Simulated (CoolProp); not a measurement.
Vapour-liquid equilibrium of R13 (1) + propylene (2) at 0.125 MPa; x and y are mole fractions of (1).

The numbers come from the multi-fluid Helmholtz-energy mixture model, Platzer 1990 and Lemmon 2013; pair parameters Bell 2016 in CoolProp. This equation is an older, rougher fit; its heat capacities, sound speeds and derivatives of the liquid may be far off and weren't checked against measurements.

```tsv
x	bubble temperature, mixture model (K)	bubble temperature, Raoult's law (K)	y, mixture model	y, Raoult's law
0.05	223.1	226.6	?	0.191
0.2	211.0	218.0	0.661	0.547
0.35	?	211.6	0.782	0.734
0.5	202.1	206.6	0.843	0.843
0.65	199.9	202.7	0.887	0.912
0.8	?	199.4	?	0.959
0.95	196.3	196.6	0.979	0.991
```

Q: Complete the blanks.

A: 
- 0.05, y, mixture model: 0.300
- 0.35, bubble temperature, mixture model (K): 205.3
- 0.8, bubble temperature, mixture model (K): 198.1
- 0.8, y, mixture model: 0.928

The largest gap from Raoult's law is -7.0 K in bubble temperature, at x = 0.2. No azeotrope shows between x = 0.05 and 0.95.

The pair parameters rest on a limited set of measurements; away from them the model extrapolates.
